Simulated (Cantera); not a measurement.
# Transport properties of process gases

Gas mixture: 53.7 % N₂O, 46.3 % N₂, at 0.00240 bar, frozen composition.

Cantera's kinetic-theory transport with the Lennard-Jones parameters of GRI-Mech 3.0, ideal gas; thermal conductivity in the multicomponent form. The composition is frozen, though it would react at the higher temperatures.

```json
[
 {"T (K)": "400", "ρ (kg/m³)": "0.00264", "cp (J/kg/K)": "997.4", "μ (µPa s)": "20.6", "λ (mW/m/K)": "28.5", "Pr": "0.722", "D (cm²/s) NO": "123", "D (cm²/s) O": "197", "D (cm²/s) NH₃": "136"},
 {"T (K)": "600", "ρ (kg/m³)": "0.00176", "cp (J/kg/K)": "1092", "μ (µPa s)": "28.3", "λ (mW/m/K)": "42.5", "Pr": "0.727", "D (cm²/s) NO": "248", "D (cm²/s) O": "396", "D (cm²/s) NH₃": "290"},
 {"T (K)": "800", "ρ (kg/m³)": "0.00132", "cp (J/kg/K)": "1166", "μ (µPa s)": "34.9", "λ (mW/m/K)": "55.8", "Pr": "0.729", "D (cm²/s) NO": "404", "D (cm²/s) O": "644", "D (cm²/s) NH₃": "489"},
 {"T (K)": "1000", "ρ (kg/m³)": "0.00106", "cp (J/kg/K)": "1224", "μ (µPa s)": "40.8", "λ (mW/m/K)": "68.5", "Pr": "0.729", "D (cm²/s) NO": "589", "D (cm²/s) O": "937", "D (cm²/s) NH₃": "725"},
 {"T (K)": "1200", "ρ (kg/m³)": "0.000880", "cp (J/kg/K)": "1262", "μ (µPa s)": "46.2", "λ (mW/m/K)": "80.0", "Pr": "0.729", "D (cm²/s) NO": "799", "D (cm²/s) O": "1270", "D (cm²/s) NH₃": "996"},
 {"T (K)": "1400", "ρ (kg/m³)": "0.000755", "cp (J/kg/K)": "1293", "μ (µPa s)": "51.2", "λ (mW/m/K)": "90.9", "Pr": "0.728", "D (cm²/s) NO": "1030", "D (cm²/s) O": "1640", "D (cm²/s) NH₃": "1300"},
 {"T (K)": "1600", "ρ (kg/m³)": "0.000660", "cp (J/kg/K)": "1318", "μ (µPa s)": "55.9", "λ (mW/m/K)": "101", "Pr": "0.727", "D (cm²/s) NO": "1290", "D (cm²/s) O": "2050", "D (cm²/s) NH₃": "1630"}
]
```
D: mixture-averaged diffusion coefficient of that species in the mixture.
